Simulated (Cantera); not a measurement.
Charge: 1 mol BCl3, 1.7 mol O2, 1.7 mol H2O, at 1602 °C and 0.0120 bar.

Method: chemical equilibrium by Gibbs-energy minimisation in Cantera with the NASA 1993 tables (ideal gas, pure condensed phases). The tables' values for BOCl are old estimates; treat these amounts as uncertain. Equilibrium is a limit: real reactors are often held back by kinetics, nucleation or transport.

| species | before | after |
|---|---|---|
| HCl | 0.365 | 0.546 |
| O2 | 0.258 | 0.334 |
| H2O | 0.0561 | 0.0794 |
| Cl | 0.161 | 0.00358 |
| HBO2 | 0.123 | 0.000681 |
| B2O3 | 0.0227 | 5.56e-8 |
| Cl2 | 0.00157 | 0.0365 |
| BO2 | 0.00672 | 3.39e-8 |
| H | 6.17e-5 | <1e-9 |
| O | 0.00111 | 2.43e-8 |
| H2 | 0.000106 | 3.02e-9 |
| BOCl | 0.00279 | 2.53e-7 |
| (HBO2)3 | 1.54e-8 | 3.85e-5 |
| B2O3(l), mol | 0 | 0.498 |
Gas species are given as mole fractions.

What was changed between the two runs?
A. pressure from 0.0120 bar to 0.00133 bar
B. pressure from 0.0120 bar to 0.000160 bar
C. temperature from 1602 °C to 852 °C
D. H2O from 1.7 to 1.2 mol

C, temperature from 1602 °C to 852 °C. Gases not in the tables: H3BO3
